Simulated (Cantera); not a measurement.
Input: 1 mol Ti(NMe₂)₄, 4.7 mol H₂O, 60 mol H₂, at 2148 K and 4.40 mbar.

Method: chemical equilibrium by Gibbs-energy minimisation in Cantera with the NASA 1993 tables (ideal gas, pure condensed phases). Candidate condensed phases: C, C₆H₆, C₇H₈, C₈H₁₈, H₂O, Ti, TiC, TiN, TiO, TiO₂, Ti₂O₃, Ti₃O₅, Ti₄O₇; 139 gas species. The feed counts by its element totals alone. TiC: taken at fixed stoichiometry. Rates play no part.

Base state: H₂ 0.860, H 0.0583, CO 0.0547, N₂ 0.0214, HCN 0.00344, C₂H₂ (acetylene) 0.00165, HNC 0.000251 (mole fractions); condensed: C(graphite) + TiC(s).

Q: What changes in the equilibrium state with this change: H₂O from 4.7 to 12 mol?

A: 
```json
[
 {"species": "H₂", "before": "0.860", "after": "0.816"},
 {"species": "CO", "before": "0.0547", "after": "0.0822"},
 {"species": "H", "before": "0.0583", "after": "0.0568"},
 {"species": "H₂O", "before": "1.40e-8", "after": "0.0235"},
 {"species": "N₂", "before": "0.0214", "after": "0.0207"},
 {"species": "TiO₂", "before": "<1e-9", "after": "0.000208"},
 {"species": "C₂H₂ (acetylene)", "before": "0.00165", "after": "<1e-9"},
 {"species": "HCN", "before": "0.00344", "after": "2.81e-9"},
 {"species": "C(graphite), mol", "before": "1.70", "after": "0"},
 {"species": "TiC(s), mol", "before": "1.000", "after": "0"},
 {"species": "Ti₃O₅(l), mol", "before": "0", "after": "0.322"}
]
```
